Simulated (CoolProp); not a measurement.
Values from CoolProp's reference Helmholtz-energy equation of state, Thol 2019.

For decamethylcyclopentasiloxane (D5), give the phase and the cv (kJ/(kg K)), isothermal compressibility (1/MPa), fugacity coefficient at 377.3 K and 0.485 MPa; 377.3 K and 0.97 MPa.


- 377.3 K and 0.485 MPa: liquid; cv 1.57, isothermal compressibility 0.00275, fugacity coefficient 0.00664
- 377.3 K and 0.97 MPa: liquid; cv 1.57, isothermal compressibility 0.00271, fugacity coefficient 0.00355
